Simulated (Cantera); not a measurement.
A Cantera script and what it prints.

```python
import numpy as np
import cantera as ct

gas_names = [...]  # 95 gases of nasa_gas.yaml made of C, F, H
cond_names = """
    C(gr) C6H6(L) C7H8(L) C8H18(L),n-octa
""".split()


# ... load() reads the species with a 1 bar reference pressure and builds the phases ...
atoms = {
    'CH3F': {'C': 1, 'H': 3, 'F': 1},
}
top_T = {'C(gr)': 4500}  # K; cautious upper limits of use, not melting points


# ... equilibrate(T, P, feed) seeds the gas with the atoms and calls Mixture.equilibrate('TP', solver="vcs", rtol=1e-11, max_steps=5000) ...
results = []
feed = {'CH3F': 1}  # mol
T = 1698.15  # K
P = 1333.22  # Pa
mix = equilibrate(T, P, feed)
results.append((T, P, feed, dict(zip(mix.species_names, mix.species_moles))))
print(gas.report(threshold=0.001))
for i in range(1, mix.n_phases):
    print(f"{mix.phase(i).name:16s} {mix.phase_moles(i):12.5e} mol")
```

Result:

```
       temperature   1698.2 K
          pressure   1333.2 Pa
           density   0.0010394 kg/m^3
  mean mol. weight   11.007 kg/kmol
   phase of matter   gas

                          1 kg             1 kmol
                     ---------------   ---------------
          enthalpy       -8.4713e+06       -9.3246e+07  J
   internal energy        -9.754e+06       -1.0737e+08  J
           entropy             22362        2.4615e+05  J/K
    Gibbs function       -4.6446e+07       -5.1124e+08  J
 heat capacity c_p            3002.3             33047  J/K
 heat capacity c_v            2246.9             24732  J/K

                      mass frac. Y      mole frac. X     chem. pot. / RT
                     ---------------   ---------------   ---------------
                HF           0.90838           0.49978           -48.465
                H2          0.091446           0.49929           -23.984
     [  +93 minor]        0.00017221        0.00092612

C(gr)             9.99848e-01 mol
```

Equilibrium computed with Cantera from the NASA thermochemical tables; the gas is ideal and each condensed phase is pure.
